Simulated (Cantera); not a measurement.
A Cantera script and what it prints.

```python
import numpy as np
import cantera as ct

gas_names = """
    Electron C C+ C- CH CH+ CH2 CH3 CH2OH CH3O CH4 CH3OH CO CO+ CO2 CO2+ COOH C2 C2+ C2- C2H CHCO,ketyl
    C2H2,acetylene C2H2,vinylidene CH2CO,ketene C2H3,vinyl CH3CO,acetyl C2H4 C2H4O,ethylen
    CH3CHO,ethanal CH3COOH (HCOOH)2 C2H5 C2H6 CH3OCH3 C2H5OH C2O C3 C3H3,propargyl C3H4,allene
    C3H4,propyne C3H4,cyclo- C3H5,allyl C3H6,propylene C3H6,cyclo- C3H6O C3H7,n-propyl C3H7,i-propyl
    C3H8 C3H8O,1propanol C3H8O,2propanol C3O2 C4 C4H2 C4H4,1,3-cyclo- C4H6,butadiene C4H6,2-butyne
    C4H6,cyclo- C4H8,1-butene C4H8,cis2-buten C4H8,tr2-butene C4H8,isobutene C4H8,cyclo- (CH3COOH)2
    C4H9,n-butyl C4H9,i-butyl C4H9,s-butyl C4H9,t-butyl C4H10,isobutane C4H10,n-butane C5 C5H6,1,3cyclo-
    C5H8,cyclo- C5H10,1-pentene C5H10,cyclo- C5H11,pentyl C5H11,t-pentyl C5H12,n-pentane C5H12,i-pentane
    CH3C(CH3)2CH3 C6H2 C6H5,phenyl C6H5O,phenoxy C6H6 C6H5OH,phenol C6H10,cyclo- C6H12,1-hexene
    C6H12,cyclo- C6H13,n-hexyl C7H7,benzyl C7H8 C7H8O,cresol C7H14,1-heptene C7H15,n-heptyl
    C7H16,n-heptane C8H8,styrene C8H10,ethylbenz C8H16,1-octene C8H17,n-octyl C8H18,isooctane
    C8H18,n-octane C9H19,n-nonyl C10H8,naphthale C10H21,n-decyl C12H9,o-bipheny C12H10,bipheny H H+ H-
    HCO HCO+ HO2 H2 H2+ H2- HCHO,formaldehy HCOOH H2O H2O+ H2O2 H3O+ O O+ O- OH OH+ OH- O2 O2+ O2- O3
""".split()
cond_names = """
    C(gr) C6H6(L) C7H8(L) C8H18(L),n-octa H2O(s) H2O(L)
""".split()


def load(file, names, dense=False):
    # The tables refer to 1 bar. Condensed volumes are neglected.
    table = {s.name: s for s in ct.Species.list_from_file(file)}
    out = []
    for n in names:
        d = dict(table[n].input_data)
        d["thermo"] = dict(d["thermo"], **{"reference-pressure": 1e5})
        if dense:
            d["equation-of-state"] = {"model": "constant-volume", "density": "1e6 g/cm^3"}
        out.append(ct.Species.from_dict(d))
    return out


gas = ct.Solution(thermo="ideal-gas", species=load("nasa_gas.yaml", gas_names))
cond = {s.name: ct.Solution(thermo="fixed-stoichiometry", species=[s], name=s.name)
        for s in load("nasa_condensed.yaml", cond_names, dense=True)}
atoms = {
    'acetone': {'C': 3, 'H': 6, 'O': 1},
    'CO2': {'C': 1, 'O': 2},
    'H2': {'H': 2},
}
top_T = {'C(gr)': 4500}  # K; cautious upper limits of use, not melting points


def equilibrate(T, P, feed):
    n = {}
    for name, mol in feed.items():
        for a, k in atoms[name].items():
            n[a] = n.get(a, 0.0) + k * mol
    gas.TPX = T, P, n
    mass = sum(n.values()) * gas.mean_molecular_weight
    gas.equilibrate("TP")
    valid = [c for c in cond.values() if c.min_temp <= T <= top_T.get(c.name, c.max_temp)]
    mix = ct.Mixture([(gas, mass / gas.mean_molecular_weight)] + [(c, 0.0) for c in valid])
    mix.T, mix.P = T, P
    mix.equilibrate("TP", solver="vcs", rtol=1e-11, max_steps=5000)
    return mix


results = []
feed = {'acetone': 1, 'CO2': 0.17, 'H2': 8}  # mol
P = 100000  # Pa
for T in [2500, 3000, 3500, 4000, 4500, 5000]:
    mix = equilibrate(T, P, feed)
    results.append((T, P, feed, dict(zip(mix.species_names, mix.species_moles))))

top = {s: max(r[3][s] / sum(r[3][g] for g in gas_names) for r in results) for s in gas_names}
cols = sorted((s for s in top if top[s] > 1e-06), key=lambda s: -top[s])[:6]
seen = [c for c in cond_names if any(r[3].get(c, 0) > 1e-12 for r in results)]
print("log10 of partial pressures in bar; condensed amounts in mol")
print(f"{'T/K':>10s}" + "".join(f"{s[:9]:>10s}" for s in cols + seen))
for T, P, feed, n in results:
    ng = sum(n[g] for g in gas_names)
    print(f"{T:10.4g}" + "".join(f"{np.log10(max(n[s] / ng * P / 1e5, 1e-99)):10.3f}" for s in cols)
          + "".join(f"{n.get(c, 0):10.4g}" for c in seen))
```

Result:

```
log10 of partial pressures in bar; condensed amounts in mol
       T/K        H2         H        CO         C C2H2,acet        C3     C(gr)
      2500    -0.066    -1.632    -0.969    -6.779    -2.031    -6.304     1.593
      3000    -0.144    -0.874    -0.995    -4.295    -1.351    -3.506    0.5251
      3500    -0.338    -0.398    -1.069    -2.755    -1.463    -2.219         0
      4000    -0.721    -0.158    -1.175    -1.838    -2.253    -1.970         0
      4500    -1.245    -0.084    -1.241    -1.342    -3.526    -2.431         0
      5000    -1.750    -0.067    -1.265    -1.178    -5.094    -3.500         0
```

These are equilibrium values from Cantera (NASA tables, ideal gas, pure condensed phases), not measurements of a reactor. The feed counts by its element totals alone.
